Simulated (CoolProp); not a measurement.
Vapour-liquid equilibrium of R124 (1) + R142b (2) at -35.95 °C; x and y are mole fractions of (1).

Computed with CoolProp (multi-fluid Helmholtz-energy mixture model, de Vries 1995 and Lemmon 2006; pair parameters Bell 2016).

Task: Give the bubble pressure and the first vapour's composition at x = 0.2, 0.275, 0.35. Is there an azeotrope?

Result: x = 0.2: 0.02985 MPa, y = 0.208; x = 0.275: 0.02997 MPa, y = 0.286; x = 0.35: 0.03010 MPa, y = 0.364. No azeotrope shows between x = 0.05 and 0.95.

Pair parameters are fitted to limited data, so mixtures are less certain than the pure fluids.
